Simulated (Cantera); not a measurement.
Input: 1 mol BF3, 7.9 mol H2, 1.8 mol N2, at 0.00133 bar.

Method: chemical equilibrium by Gibbs-energy minimisation in Cantera with the NASA 1993 tables (ideal gas, pure condensed phases). Candidate condensed phases: B, BN; 31 gas species. N2 is the only nitrogen source here; it is nearly inert below about 1500 K, so the nitride shown seldom forms there in practice. Rates play no part.

Over these rows the condensed part is BN(s). Partial pressures as log10 of bar:

| T (K) | 1000/T (1/K) | log p BF | log p H2 | log p N2 | log p BF3 | log p HF |
|---|---|---|---|---|---|---|
| 1373 | 0.7283 | -7.60 | -3.01 | -3.66 | -3.95 | -4.49 |
| 1398 | 0.7153 | ? | -3.01 | -3.66 | -3.95 | -4.48 |
| 1423 | 0.7027 | -7.03 | -3.02 | -3.66 | -3.95 | -4.47 |
| 1448 | 0.6906 | -6.76 | -3.02 | -3.66 | -3.96 | -4.45 |
| 1473 | 0.6789 | -6.51 | -3.02 | -3.66 | -3.96 | -4.44 |
| 1498 | 0.6676 | -6.26 | -3.02 | -3.66 | -3.97 | -4.43 |

Problem. Fit log p(BF) = a + b·(1000/T) to the five rows, give the apparent enthalpy, and predict the row at 1398 K.

Solution. Means: 1000/T = 0.6936, log p = -6.832. Sxy = -0.048273, Sxx = 0.0021880, so b = -22.06 and a = -6.832 − (-22.06)×0.6936 = 8.47.
Apparent enthalpy: −19.145 × (-22.06) = 422 kJ/mol. With the condensed phases at unit activity, 2/3 BN(s) + 1/3 BF3(g) = BF(g) + 1/3 N2(g) links this pressure to the main gases: over the six rows their terms move log p by -0.01 in all, so the slope is close to that reaction's ΔH°. The five rows lie within 0.01 of the line.
Prediction at 1398 K: 8.47 + (-22.06)×0.7153 = -7.31. The computed value is -7.31, 0.00 from the line.
